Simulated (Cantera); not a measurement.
Input (Python, Cantera) and output of one run.

```python
import numpy as np
import cantera as ct

gas_names = [...]  # 136 gases of nasa_gas.yaml made of C, H, N, O
cond_names = """
    C(gr) C6H6(L) C7H8(L) C8H18(L),n-octa H2O(s) H2O(L)
""".split()


# ... load() reads the species with a 1 bar reference pressure and builds the phases ...
atoms = {
    'C3H8': {'C': 3, 'H': 8},
    'CO2': {'C': 1, 'O': 2},
    'N2': {'N': 2},
}
top_T = {'C(gr)': 4500}  # K; cautious upper limits of use, not melting points


# ... equilibrate(T, P, feed) seeds the gas with the atoms and calls Mixture.equilibrate('TP', solver="vcs", rtol=1e-11, max_steps=5000) ...
results = []
feed = {'C3H8': 1, 'CO2': 2.5, 'N2': 6.9}  # mol
T = 1725  # K
P = 2500000  # Pa
mix = equilibrate(T, P, feed)
results.append((T, P, feed, dict(zip(mix.species_names, mix.species_moles))))
x = sorted(zip(gas.X, gas.species_names), reverse=True)
print(f"T = {T:g} K  P = {P:g} Pa  gas = {mix.phase_moles(0):.4g} mol")
print("   x: " + "  ".join(f"{s} {v:.3e}" for v, s in x if v > 1e-05))
print("   condensed (mol): " + ("  ".join(f"{mix.phase(i).name} {mix.phase_moles(i):.4g}"
      for i in range(1, mix.n_phases) if mix.phase_moles(i) > 1e-12) or "none"))
```

It prints:

```
T = 1725 K  P = 2.5e+06 Pa  gas = 15.86 mol
   x: N2 4.344e-01  CO 3.139e-01  H2 2.475e-01  CH4 1.530e-03  HCN 1.374e-03  H2O 8.169e-04  CO2 2.944e-04  NH3 6.971e-05  HNC 4.375e-05  C2H2,acetylene 2.281e-05  H 1.848e-05
   condensed (mol): C(gr) 0.4698
```

These are equilibrium values from Cantera (NASA tables, ideal gas, pure condensed phases), not measurements of a reactor.
